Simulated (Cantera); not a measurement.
An isothermal, constant-pressure homogeneous reactor starts with 14.5 % H₂, 85.5 % O₂, equivalence ratio 0.085, at 1150 K and 0.0263 atm.

Model: the H2/O2 subset of GRI-Mech 3.0, which has no nitrogen chemistry, integrated in Cantera. Radical loss at walls, strong at low pressure, is not modelled. The temperature is held fixed by assumption; the heat of reaction is taken as removed at once.

x: mole fraction; the columns are a selection and need not sum to one.

```tsv
t (s)	x H₂	x O₂	x H₂O₂	x O	x H	x OH
9.00e-5	0.145	0.855	5.17e-12	8.22e-9	1.15e-8	4.90e-9
0.000194	0.145	0.855	2.46e-11	?	?	?
0.000420	0.145	0.855	2.13e-10	9.66e-6	1.18e-5	5.47e-6
0.000906	0.0492	0.800	1.01e-6	0.0295	0.0390	0.0100
0.00196	?	0.788	?	?	?	?
0.00423	0.00256	0.816	5.95e-7	0.0228	0.0108	0.00458
0.00913	0.000801	0.835	5.86e-7	0.00693	0.00175	0.00251
0.0197	0.000170	0.841	4.14e-7	0.00147	0.000166	0.00114
0.0426	3.41e-5	0.843	2.24e-7	0.000301	1.55e-5	0.000517
0.0920	7.89e-6	0.843	1.09e-7	7.24e-5	1.83e-6	0.000255
0.199	2.19e-6	0.843	5.14e-8	2.09e-5	2.85e-7	0.000137
0.429	7.10e-7	0.843	2.43e-8	7.01e-6	5.52e-8	7.93e-5
0.926	2.58e-7	0.843	1.15e-8	2.60e-6	1.25e-8	4.83e-5
2.00	1.01e-7	0.843	5.42e-9	1.04e-6	3.14e-9	3.05e-5
```

Q: Complete the blanks.

A: 
- 0.000194, x O: 8.88e-8
- 0.000194, x H: 1.10e-7
- 0.000194, x OH: 5.05e-8
- 0.00196, x H₂: 0.00474
- 0.00196, x H₂O₂: 5.03e-7
- 0.00196, x O: 0.0446
- 0.00196, x H: 0.0298
- 0.00196, x OH: 0.00625
